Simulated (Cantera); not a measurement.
Charge: 1 mol FeCl2, 0.074 mol HCl, 0.39 mol H2, held at 495 Torr.

Cantera equilibrium calculation (NASA polynomials, part measured and part estimated; ideal gas, pure solids and liquids). Candidate condensed phases: Fe, FeCl2, FeCl3; 11 gas species. Equilibrium is a limit: real reactors are often held back by kinetics, nucleation or transport. All values below are at 1798 K.

Base state: FeCl2 0.568, HCl 0.276, H2 0.154, Fe2Cl4 0.00133, Cl 0.000234, FeCl3 0.000218, H 0.000170, Fe 4.34e-5 (mole fractions); condensed: Fe(δ).

### Question
What changes in the equilibrium state with this change: H2 from 0.39 to 260 mol?

### Answer
```
species       before     after
----------  --------  --------
H2             0.154     0.992
HCl            0.276   0.00780
H           0.000170  0.000432
FeCl2          0.568   7.03e-5
Fe2Cl4       0.00133     <1e-9
FeCl3       0.000218     <1e-9
FeCl         1.46e-5   1.62e-7
Cl          0.000234   2.60e-6
Fe(δ), mol     0.165     0.970
```

### Question
What changes in the equilibrium state with this change: HCl from 0.074 to 1.5 mol?

### Answer
```
species       before     after
----------  --------  --------
HCl            0.276     0.518
FeCl2          0.568     0.345
H2             0.154     0.135
Fe           4.34e-5   6.57e-6
FeCl         1.46e-5   4.41e-6
Fe2Cl4       0.00133  0.000491
Cl          0.000234  0.000468
FeCl3       0.000218  0.000266
Fe(δ), mol     0.165         0
```
